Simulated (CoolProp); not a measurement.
Computed with CoolProp (reference Helmholtz-energy equation of state, Gao 2016).

### Question
Give the vapour pressure (MPa), liquid density (kg/m³), vapour density (kg/m³), enthalpy of vaporisation (kJ/kg) of saturated sulfur dioxide at 311.3, 331.6 K.

### Answer
| T (K) | p (MPa) | liquid density (kg/m³) | vapour density (kg/m³) | enthalpy of vaporisation (kJ/kg) |
|---|---|---|---|---|
| 311.3 | 0.596 | 1330 | 16.2 | 342 |
| 331.6 | 1.06 | 1270 | 28.4 | 319 |
